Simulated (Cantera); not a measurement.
A Cantera script and what it prints.

```python
import numpy as np
import cantera as ct

gas_names = """
    SO3 F2 O
""".split()
cond_names = """
    CaF2(a) CaF2(b) CaF2(L) CaS(s)
""".split()


# ... load() reads the species with a 1 bar reference pressure and builds the phases ...
species = {s.name: s for s in load("nasa_gas.yaml", gas_names) + load("nasa_condensed.yaml", cond_names)}
# Each term lists the table entries of one substance; the one whose range holds T is used.
reactions = {
    'CaF2 + SO3(g) = F2(g) + CaS + 3 O(g)':
        [(-1, ['CaF2(a)', 'CaF2(b)', 'CaF2(L)']), (-1, ['SO3']), (1, ['F2']), (1, ['CaS(s)']), (3, ['O'])],
}


def pick(names, T):
    return next(species[n] for n in names if species[n].thermo.min_temp <= T <= species[n].thermo.max_temp)


results = []
for label, terms in reactions.items():
    print(label)
    print("     T/K   dH/kJ  dS/(J/K)   dG/kJ   log10 K")
    for T in [300, 1623, 1698, 1773, 1848, 1923, 1998, 2073, 2148, 2223, 2298, 2373]:
        used = [(nu, pick(names, T)) for nu, names in terms]
        dH = sum(nu * s.thermo.h(T) for nu, s in used) / 1e6
        dS = sum(nu * s.thermo.s(T) for nu, s in used) / 1e3
        dG = dH - T * dS / 1e3
        logK = -dG * 1e6 / (ct.gas_constant * T * np.log(10))
        results.append((label, T, dH, dS, dG, logK, [s.name for _, s in used]))
        print(f"{T:8g} {dH:8.1f} {dS:8.1f} {dG:8.1f} {logK:8.2f}")
```

Result:

```
CaF2 + SO3(g) = F2(g) + CaS + 3 O(g)
     T/K   dH/kJ  dS/(J/K)   dG/kJ   log10 K
     300   1896.0    417.4   1770.8  -308.32
    1623   1875.8    408.9   1212.2   -39.01
    1698   1842.7    389.3   1181.7   -36.35
    1773   1841.0    388.3   1152.5   -33.95
    1848   1839.3    387.4   1123.4   -31.75
    1923   1837.7    386.5   1094.4   -29.73
    1998   1836.0    385.7   1065.5   -27.85
    2073   1834.4    384.9   1036.6   -26.12
    2148   1832.8    384.1   1007.7   -24.51
    2223   1831.2    383.4    979.0   -23.00
    2298   1829.6    382.6    950.2   -21.60
    2373   1828.0    382.0    921.6   -20.29
```

Cantera with NASA thermochemical tables; ideal gases at 1 bar, condensed phases pure. Condensed species are held in their standard states even where they would react or evaporate.
